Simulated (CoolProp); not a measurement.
Properties of nitrous oxide along the isotherm 311.6 K.

The numbers come from the reference Helmholtz-energy equation of state, Lemmon 2006 in CoolProp. It is a short technical equation, of lower accuracy than the large ones.

```tsv
p (MPa)	phase	Z	cp (kJ/(kg K))	speed of sound (m/s)	isothermal compressibility (1/MPa)	expansivity (1/kK)
0.302	gas	0.9858	0.9073	271.1	3.360	3.359
0.604	gas	0.9712	0.9257	268.7	1.706	3.520
0.906	gas	0.9565	0.9457	266.4	1.155	___
1.21	gas	0.9413	0.9676	263.9	0.8801	___
1.51	gas	0.9260	0.9912	261.5	0.7180	4.093
1.81	gas	0.9103	1.017	259.0	0.6105	4.319
2.11	gas	0.8943	1.046	256.5	0.5344	4.568
2.41	gas	0.8778	1.077	253.9	___	4.844
2.72	gas	0.8604	1.114	251.1	0.4341	5.162
3.02	gas	0.8430	1.153	248.4	___	5.508
3.32	gas	0.8250	1.198	245.6	0.3749	5.898
3.62	gas	___	1.249	___	0.3543	6.343
```

### Question
Some entries are withheld; supply them.

### Answer

- 0.906, expansivity (1/kK): 3.695
- 1.21, expansivity (1/kK): 3.887
- 2.41, isothermal compressibility (1/MPa): 0.4782
- 3.02, isothermal compressibility (1/MPa): 0.4010
- 3.62, Z: 0.8065
- 3.62, speed of sound (m/s): 242.7
